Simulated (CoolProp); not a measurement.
Aqueous potassium carbonate as a coolant, 31 % by mass, freezing at -20.0 °C, 1 atm.

Values from CoolProp's Melinder's fits for secondary coolants.

| T (°C) | cp (kJ/(kg K)) | Prandtl number | viscosity (mPa s) | density (kg/m³) |
|---|---|---|---|---|
| -12.3 | 2.877 | 38.0 | 6.81 | 1323 |
| -8.5 | 2.883 | 32.7 | 5.92 | 1322 |
| -4.8 | 2.888 | 28.5 | 5.21 | 1321 |
| -1 | 2.894 | 25.0 | 4.61 | 1320 |
| 2.8 | 2.900 | 22.1 | 4.12 | 1318 |
| 6.5 | 2.906 | 19.8 | 3.71 | 1316 |
| 10.3 | 2.913 | 17.7 | 3.36 | 1315 |
| 14 | 2.919 | 16.1 | 3.07 | 1313 |
| 17.8 | 2.926 | 14.6 | 2.81 | 1311 |
| 21.6 | 2.932 | 13.3 | 2.58 | 1309 |
| 25.3 | 2.939 | 12.2 | 2.39 | 1307 |
| 29.1 | 2.946 | 11.2 | 2.21 | 1305 |
| 32.8 | 2.952 | 10.3 | 2.05 | 1303 |
